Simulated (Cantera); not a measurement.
Si + HCl + H2 (chlorosilane synthesis and conversion)

Feed: 1 mol Si, 1.2 mol HCl, 0.78 mol H2, held at 825 K and 18000 Torr.

Method: chemical equilibrium by Gibbs-energy minimisation in Cantera with the NASA 1993 tables (ideal gas, pure condensed phases). Candidate condensed phases: Si; 19 gas species. The tables' values for SiCl3 are old estimates; treat these amounts as uncertain. The numbers say what is thermodynamically allowed, not how fast it happens.

- x(H2): 0.780
- x(SiHCl3): 0.115
- x(SiCl4): 0.0924
- x(SiH2Cl2): 0.0120
- x(HCl): 0.000777
- x(SiH3Cl): 0.000295
- x(SiCl3): 3.00e-5
- x(SiH4): 3.32e-6
- n(Si(s)): 0.644 mol
- gas amount: 1.624 mol
